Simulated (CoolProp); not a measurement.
A Linde-Hampson liquefier for CF4 (R14): isothermal reversible compression at 320 K from 1 atm to 15 MPa, throttling to 1 atm, return gas leaving the recuperator 2 K below the feed. Each further row changes one setting.

Computed with CoolProp (reference Helmholtz-energy equation of state, Platzer 1990). This equation is an older, rougher fit; its heat capacities, sound speeds and derivatives of the liquid may be far off and weren't checked against measurements.

```
case                        liquid yield per pass  compression work (kJ/kg of gas)
--------------------------  ---------------------  -------------------------------
as stated                              (withheld)                              141
high pressure 30 MPa                   (withheld)                       (withheld)
warm-end temperature 350 K             (withheld)                       (withheld)
warm-end gap 7 K                       (withheld)                              141
```

**Question.** Some entries are withheld; supply them.

**Answer.** 
- as stated, liquid yield per pass: 0.192
- high pressure 30 MPa, liquid yield per pass: 0.245
- high pressure 30 MPa, compression work (kJ/kg of gas): 159
- warm-end temperature 350 K, liquid yield per pass: 0.141
- warm-end temperature 350 K, compression work (kJ/kg of gas): 158
- warm-end gap 7 K, liquid yield per pass: 0.180
